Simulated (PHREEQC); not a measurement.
Dissolve 0.093 mol/kgw CuCl2 and 0.00058 mol/kgw FeCl3 at 25 °C. Closed to the air; pH follows from the charge balance.

All values are PHREEQC results (ion-association model, wateq4f.dat), not measurements.

| quantity | before | after |
|---|---|---|
| pH | 3.37 | 3.23 |
| ionic strength (mol/kgw) | 0.257 | 0.210 |
| Cl- (mol/kgw) | 0.175 | 0.151 |
| FeOH+2 (mol/kgw) | 0.000299 | 0.000304 |
| Fe(OH)2+ (mol/kgw) | 8.65e-5 | 0.000209 |
| FeCl+2 (mol/kgw) | 7.25e-5 | 3.74e-5 |
| SI of Goethite (FeOOH) | +5.84 | +5.88 |
| SI of Hematite (Fe2O3) | +13.69 | +13.92 |

Which change was made?
A) FeCl3 from 0.00058 to 0.000638 mol/kgw
B) temperature from 25 to 85 °C
C) temperature from 25 to 60 °C
D) diluted 10-fold with water
E) diluted 100-fold with water

C, temperature from 25 to 60 °C

No solid was allowed to form. Some of these states are supersaturated (in Hematite (slow to form), Goethite (slow to form), for instance). Constants without temperature data keep their 25 °C values here.
